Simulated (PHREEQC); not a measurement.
Solution (54 °C): 0.0091 mol Mg(NO3)2 per kg of water. Closed to the air; pH follows from the charge balance.

The numbers come from PHREEQC with the ion-association model, phreeqc.dat.

No solid was allowed to form.

### Question
What specific conductance does the model give?

### Answer
specific conductance 3350 µS/cm.

At this temperature some constants are extrapolated from 25 °C, and those without enthalpy data are left unchanged.
